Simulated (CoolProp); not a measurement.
R236EA along the isotherm 106.45 °C: Z from the reference equation and from simpler models built on Tc = 139.3 °C, pc = 3.414 MPa, ω = 0.368; each cubic takes its own stable root.

Computed with CoolProp (reference Helmholtz-energy equation of state, Rui 2013).

| p (MPa) | phase | reference |
|---|---|---|
| 0.4 | gas | 0.9431 |
| 0.8 | gas | 0.8801 |
| 1.2 | gas | 0.8080 |
| 1.6 | gas | 0.7199 |
| 2 | liquid | 0.08816 |
| 2.4 | liquid | 0.1049 |
| 2.8 | liquid | 0.1214 |
| 3.2 | liquid | 0.1377 |
| 3.6 | liquid | 0.1539 |
| 4 | liquid | 0.1700 |
| 4.4 | liquid | 0.1860 |
| 4.8 | liquid | 0.2018 |
| 5.2 | liquid | 0.2175 |
| 5.6 | liquid | 0.2331 |
| 6 | liquid | 0.2486 |

### Question
How far does each simpler model (van der Waals, Redlich-Kwong, Soave-Redlich-Kwong, Peng-Robinson) lie from the reference over these 15 states: mean and median of the absolute difference, and the worst?

### Answer
- van der Waals: mean 116.6 %, median 56.2 %, worst +715.0 % at 106.45 °C and 2 MPa
- Redlich-Kwong: mean 57.9 %, median 19.2 %, worst +649.3 % at 106.45 °C and 2 MPa
- Soave-Redlich-Kwong: mean 11.4 %, median 13.9 %, worst +18.8 % at 106.45 °C and 2 MPa
- Peng-Robinson: mean 1.8 %, median 1.2 %, worst +4.9 % at 106.45 °C and 2 MPa

At some of these states van der Waals, Redlich-Kwong gives the other phase, because its saturation line lies elsewhere.
